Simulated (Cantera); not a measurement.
Ignition delay

Mixture: 17.6 % H2, 17.3 % O2, 65.1 % N2, equivalence ratio 0.51, at 1.00 atm, adiabatic and at constant volume. Ignition delay is the time to a rise of 400 K.

Computed with Cantera and the H2/O2 subset of GRI-Mech 3.0, which has no nitrogen chemistry. Below about 950 K walls govern HO2 and H2O2 in real vessels. Where the delays flatten at high temperature, the 400 K rule measures the pace of heat release, not the induction time.

```json
[
 {"T0 (K)": "925", "delay (ms)": "81.5"},
 {"T0 (K)": "1025", "delay (ms)": "0.192"},
 {"T0 (K)": "1125", "delay (ms)": "0.0738"},
 {"T0 (K)": "1225", "delay (ms)": "0.0419"},
 {"T0 (K)": "1325", "delay (ms)": "0.0283"},
 {"T0 (K)": "1425", "delay (ms)": "0.0217"},
 {"T0 (K)": "1525", "delay (ms)": "0.0186"},
 {"T0 (K)": "1625", "delay (ms)": "0.0175"}
]
```
